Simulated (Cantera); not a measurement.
What does this Cantera script print?

```python
import numpy as np
import cantera as ct

gas = ct.Solution("h2o2.yaml")
gas.TPX = 673, 13332, {'H2': 1, 'O2': 0.769, 'N2': 2.89}
flame = ct.FreeFlame(gas, width=0.16)
flame.set_refine_criteria(ratio=3, slope=0.08, curve=0.16)
flame.transport_model = "mixture-averaged"
flame.solve(loglevel=0, auto=True)
flame.transport_model = "multicomponent"
flame.soret_enabled = True
flame.solve(loglevel=0, refine_grid=True)
z, T = flame.grid, flame.T
thick = (T[-1] - T[0]) / np.gradient(T, z).max()
show = ['H2', 'O2', 'O', 'HO2', 'OH', 'H']
print(f"laminar burning velocity  {flame.velocity[0] * 100:.3f} cm/s")
print(f"burnt temperature         {T[-1]:.1f} K")
print(f"thermal thickness         {thick * 1e3:.4f} mm")
print(f"grid points               {len(z)}")
z0 = z[flame.heat_release_rate.argmax()]
print(f"{'z/mm':>9s}{'T/K':>9s}{'u/(m/s)':>9s}" + "".join(f"{s:>11s}" for s in show))
rows = []
for k in (-3, -2, -1.5, -1, -0.5, -0.25, 0, 0.25, 0.5, 1, 2, 4, 8):
    zz = z0 + k * thick
    rows.append([k * thick, np.interp(zz, z, T), np.interp(zz, z, flame.velocity),
                 *(np.interp(zz, z, flame.X[gas.species_index(s)]) for s in show)])
    print(f"{rows[-1][0] * 1e3:9.3f}{rows[-1][1]:9.1f}{rows[-1][2]:9.3f}" + "".join(f"{x:11.3e}" for x in rows[-1][3:]))
```

Output:

```
laminar burning velocity  589.160 cm/s
burnt temperature         2181.2 K
thermal thickness         6.9708 mm
grid points               123
     z/mm      T/K  u/(m/s)         H2         O2          O        HO2         OH          H
  -20.912    673.0    5.892  2.146e-01  1.651e-01  1.026e-15  3.792e-12  9.816e-17  1.894e-14
  -13.942    673.0    5.892  2.146e-01  1.651e-01  1.202e-12  1.379e-10  1.224e-13  2.555e-11
  -10.456    673.0    5.892  2.146e-01  1.651e-01  8.834e-11  6.426e-09  9.579e-12  2.136e-09
   -6.971    673.0    5.892  2.146e-01  1.651e-01  1.987e-08  9.246e-07  3.327e-09  5.771e-07
   -3.485    681.6    5.952  2.117e-01  1.651e-01  1.807e-05  4.099e-05  2.785e-05  4.333e-04
   -1.743    781.9    6.742  1.881e-01  1.618e-01  4.570e-04  3.102e-05  3.055e-04  7.200e-03
    0.000   1104.1    9.274  8.192e-02  1.202e-01  8.244e-03  1.676e-05  3.338e-03  4.455e-02
    1.743   1349.8   11.230  2.430e-02  7.916e-02  1.796e-02  9.314e-06  7.626e-03  5.403e-02
    3.485   1466.2   12.121  2.118e-02  7.374e-02  1.862e-02  7.351e-06  9.759e-03  4.564e-02
    6.971   1599.7   13.110  2.042e-02  7.073e-02  1.723e-02  5.752e-06  1.217e-02  3.467e-02
   13.942   1741.4   14.128  1.840e-02  6.810e-02  1.460e-02  4.364e-06  1.426e-02  2.382e-02
   27.883   1879.8   15.093  1.499e-02  6.597e-02  1.116e-02  3.159e-06  1.531e-02  1.443e-02
   55.766   2003.0   15.931  1.070e-02  6.453e-02  7.520e-03  2.225e-06  1.480e-02  7.426e-03
```

Detailed kinetics in Cantera: the H2/O2 subset of GRI-Mech 3.0, which has no nitrogen chemistry. Burning velocities carry a grid error of a few per cent, more on coarse grids. Lean hydrogen flames are cellular in practice and burn faster than this planar one.
